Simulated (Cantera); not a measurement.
Source: NASA polynomial tables (part measured, part estimated), evaluated in Cantera. Values are per mole of reaction as written; species without (g) are pure solids or liquids, kept so even where they would boil at 1 bar. TaC: taken at fixed stoichiometry.

7 O(g) + 2 TaC = 2 CO(g) + Ta2O5

```
T (K)  ΔH° (kJ)  ΔS° (J/K)  ΔG° (kJ)  log10 K
-----  --------  ---------  --------  -------
548         ___        ___       ___      ___
573     -3730.0     -690.7   -3334.2   303.94
598         ___        ___       ___      ___
623         ___        ___       ___      ___
648         ___        ___       ___      ___
```

What belongs in the gaps?


- 548, ΔH° (kJ): -3729.5
- 548, ΔS° (J/K): -689.9
- 548, ΔG° (kJ): -3351.5
- 548, log10 K: 319.45
- 598, ΔH° (kJ): -3730.4
- 598, ΔS° (J/K): -691.4
- 598, ΔG° (kJ): -3316.9
- 598, log10 K: 289.73
- 623, ΔH° (kJ): -3730.8
- 623, ΔS° (J/K): -692.0
- 623, ΔG° (kJ): -3299.7
- 623, log10 K: 276.65
- 648, ΔH° (kJ): -3731.1
- 648, ΔS° (J/K): -692.5
- 648, ΔG° (kJ): -3282.3
- 648, log10 K: 264.58
